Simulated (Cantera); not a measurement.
Charge: 1 mol SiCl4, 4 mol O2, 0.72 mol N2O, held at 10.0 mbar.

Equilibrium computed with Cantera from the NASA thermochemical tables; the gas is ideal and each condensed phase is pure. Candidate condensed phases: Si, SiO2, Si2N2O, Si3N4; 23 gas species. The tables hold silica as quartz up to 1696 K and as liquid above; real silica turns to tridymite and cristobalite and melts near 1996 K. The numbers say what is thermodynamically allowed, not how fast it happens.

Problem. Which condensed phases are stable at each of these points (T (K)): 973, 1173, 1373, 1573, 1773, 1973, 2173?

Solution. 
```
T (K)  condensed phases  Si condensed (%)
-----  ----------------  ----------------
973      SiO2(β-quartz)             100.0
1173     SiO2(β-quartz)             100.0
1373     SiO2(β-quartz)             100.0
1573     SiO2(β-quartz)             100.0
1773    SiO2(condensed)             100.0
1973    SiO2(condensed)             100.0
2173            SiO2(l)              98.6
```

From 973 K to 1573 K the condensed part is SiO2(β-quartz). From 1773 K to 1973 K the condensed part is SiO2(condensed). At 2173 K the condensed part is SiO2(l).
